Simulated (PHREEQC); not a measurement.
Dissolve 0.036 mol H2SO4, 0.077 mol NaNO3 and 0.24 mol HNO3 per kg of water at 25 °C. Closed to the air; pH follows from the charge balance.

Model: ion-association model, phreeqc.dat, run in PHREEQC.

Task: The ionic strength comes out as 0.362 mol/kgw. What activity coefficients do HSO4-, Na+, NaSO4-, SO4-2, H+ get?

Result: HSO4- 0.73, Na+ 0.72, NaSO4- 0.71, SO4-2 0.23, H+ 0.78.

This is a speciation only: nothing precipitates in the calculation. Species that the database lacks are ignored.
